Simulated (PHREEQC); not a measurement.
Make-up at 20 °C: 22 mmol/kgw KH2PO4 and 0.13 mmol/kgw Na2CO3. Closed to the air; pH follows from the charge balance.

Model: ion-association model, wateq4f.dat, run in PHREEQC.

| Quantity | Value |
|---|---|
| pH | 5.13 |
| ionic strength | 0.0225 mol/kgw |
| total alkalinity | 0.260 meq/kg |

```csv
species,molality,activity,log γ
K+,0.0220,0.0190,-0.064
H2PO4-,0.0217,0.0189,-0.060
HPO4-2,0.000273,0.000156,-0.244
Na+,0.000260,0.000226,-0.062
CO2,0.000122,0.000123,0.002
H3PO4,1.91e-5,1.92e-5,0.002
H+,8.27e-6,7.33e-6,-0.053
HCO3-,7.97e-6,6.94e-6,-0.060
KHPO4-,6.60e-6,5.75e-6,-0.060
```

This is a speciation only: nothing precipitates in the calculation. Species that the database lacks are ignored. H3PO4, which wateq4f.dat lacks, is added to it with the constant of phreeqc.dat.
